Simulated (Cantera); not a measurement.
Equilibrium for nitride etching: Si3N4 + H2O

Feed: 1 mol Si3N4, 0.11 mol H2O, held at 0.950 bar.

Method: chemical equilibrium by Gibbs-energy minimisation in Cantera with the NASA 1993 tables (ideal gas, pure condensed phases). Candidate condensed phases: H2O, Si, SiO2, Si2N2O, Si3N4; 35 gas species. Mutual solubility and eutectic melting of coexisting phases are not modelled. Gases not in the tables: Si2H6 and higher silanes. The numbers say what is thermodynamically allowed, not how fast it happens.

```json
[
 {"T (°C)": "1350", "x H2": "0.750", "x N2": "0.250", "x SiO": "1.77e-6", "x H": "6.14e-5", "x SiH2": "7.34e-8", "x Si": "2.49e-9", "n Si2N2O(s)": "0.110", "n Si3N4(s)": "0.927"},
 {"T (°C)": "1400", "x H2": "0.750", "x N2": "0.250", "x SiO": "6.30e-6", "x H": "0.000101", "x SiH2": "2.15e-7", "x Si": "1.14e-8", "n Si2N2O(s)": "0.110", "n Si3N4(s)": "0.927"},
 {"T (°C)": "1450", "x H2": "0.750", "x N2": "0.250", "x SiO": "2.09e-5", "x H": "0.000162", "x SiH2": "5.89e-7", "x Si": "4.79e-8", "n Si2N2O(s)": "0.110", "n Si3N4(s)": "0.927"},
 {"T (°C)": "1500", "x H2": "0.750", "x N2": "0.250", "x SiO": "6.44e-5", "x H": "0.000253", "x SiH2": "1.53e-6", "x Si": "1.85e-7", "n Si2N2O(s)": "0.110", "n Si3N4(s)": "0.927"},
 {"T (°C)": "1550", "x H2": "0.749", "x N2": "0.250", "x SiO": "0.000186", "x H": "0.000385", "x SiH2": "3.75e-6", "x Si": "6.62e-7", "n Si2N2O(s)": "0.110", "n Si3N4(s)": "0.927"},
 {"T (°C)": "1600", "x H2": "0.749", "x N2": "0.250", "x SiO": "0.000509", "x H": "0.000573", "x SiH2": "8.75e-6", "x Si": "2.21e-6", "n Si2N2O(s)": "0.110", "n Si3N4(s)": "0.927"},
 {"T (°C)": "1650", "x H2": "0.748", "x N2": "0.250", "x SiO": "0.00132", "x H": "0.000836", "x SiH2": "1.95e-5", "x Si": "6.93e-6", "n Si2N2O(s)": "0.110", "n Si3N4(s)": "0.927"},
 {"T (°C)": "1700", "x H2": "0.746", "x N2": "0.250", "x SiO": "0.00324", "x H": "0.00120", "x SiH2": "4.17e-5", "x Si": "2.05e-5", "n Si2N2O(s)": "0.110", "n Si3N4(s)": "0.927"}
]
```
x: gas mole fraction; n: condensed amount in mol.

From 1350 °C to 1700 °C the condensed part is Si2N2O(s) + Si3N4(s). The main Si-bearing gas is SiO throughout.
